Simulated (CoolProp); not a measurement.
A single-stage vapour-compression cycle with chlorine: evaporating at 258.15 K (dew point), condensing at 288.15 K (bubble point), superheat 10 K, subcooling 5 K, compressor efficiency 0.7, no pressure losses. Each further row changes one setting.

Values from CoolProp's reference Helmholtz-energy equation of state, Thol 2021.

```json
[
 {"case": "as stated", "cooling COP": "(withheld)", "pressure ratio": "2.68", "discharge temperature (K)": "370.0", "refrigerating effect (kJ/kg)": "257", "volumetric capacity (kJ/m³)": "1850"},
 {"case": "evaporating temperature 263.15 K", "cooling COP": "6.65", "pressure ratio": "(withheld)", "discharge temperature (K)": "355.8", "refrigerating effect (kJ/kg)": "(withheld)", "volumetric capacity (kJ/m³)": "2210"},
 {"case": "condensing temperature 283.15 K", "cooling COP": "6.52", "pressure ratio": "2.31", "discharge temperature (K)": "(withheld)", "refrigerating effect (kJ/kg)": "262", "volumetric capacity (kJ/m³)": "1890"},
 {"case": "subcooling 10 K", "cooling COP": "5.44", "pressure ratio": "2.68", "discharge temperature (K)": "370.0", "refrigerating effect (kJ/kg)": "262", "volumetric capacity (kJ/m³)": "1890"},
 {"case": "superheat 20 K", "cooling COP": "5.22", "pressure ratio": "2.68", "discharge temperature (K)": "(withheld)", "refrigerating effect (kJ/kg)": "262", "volumetric capacity (kJ/m³)": "1810"},
 {"case": "compressor efficiency 0.6", "cooling COP": "4.57", "pressure ratio": "2.68", "discharge temperature (K)": "385.3", "refrigerating effect (kJ/kg)": "257", "volumetric capacity (kJ/m³)": "1850"}
]
```

**Question.** Fill in the missing entries.

**Answer.** 
- as stated, cooling COP: 5.33
- evaporating temperature 263.15 K, pressure ratio: 2.24
- evaporating temperature 263.15 K, refrigerating effect (kJ/kg): 258
- condensing temperature 283.15 K, discharge temperature (K): 353.4
- superheat 20 K, discharge temperature (K): 383.5
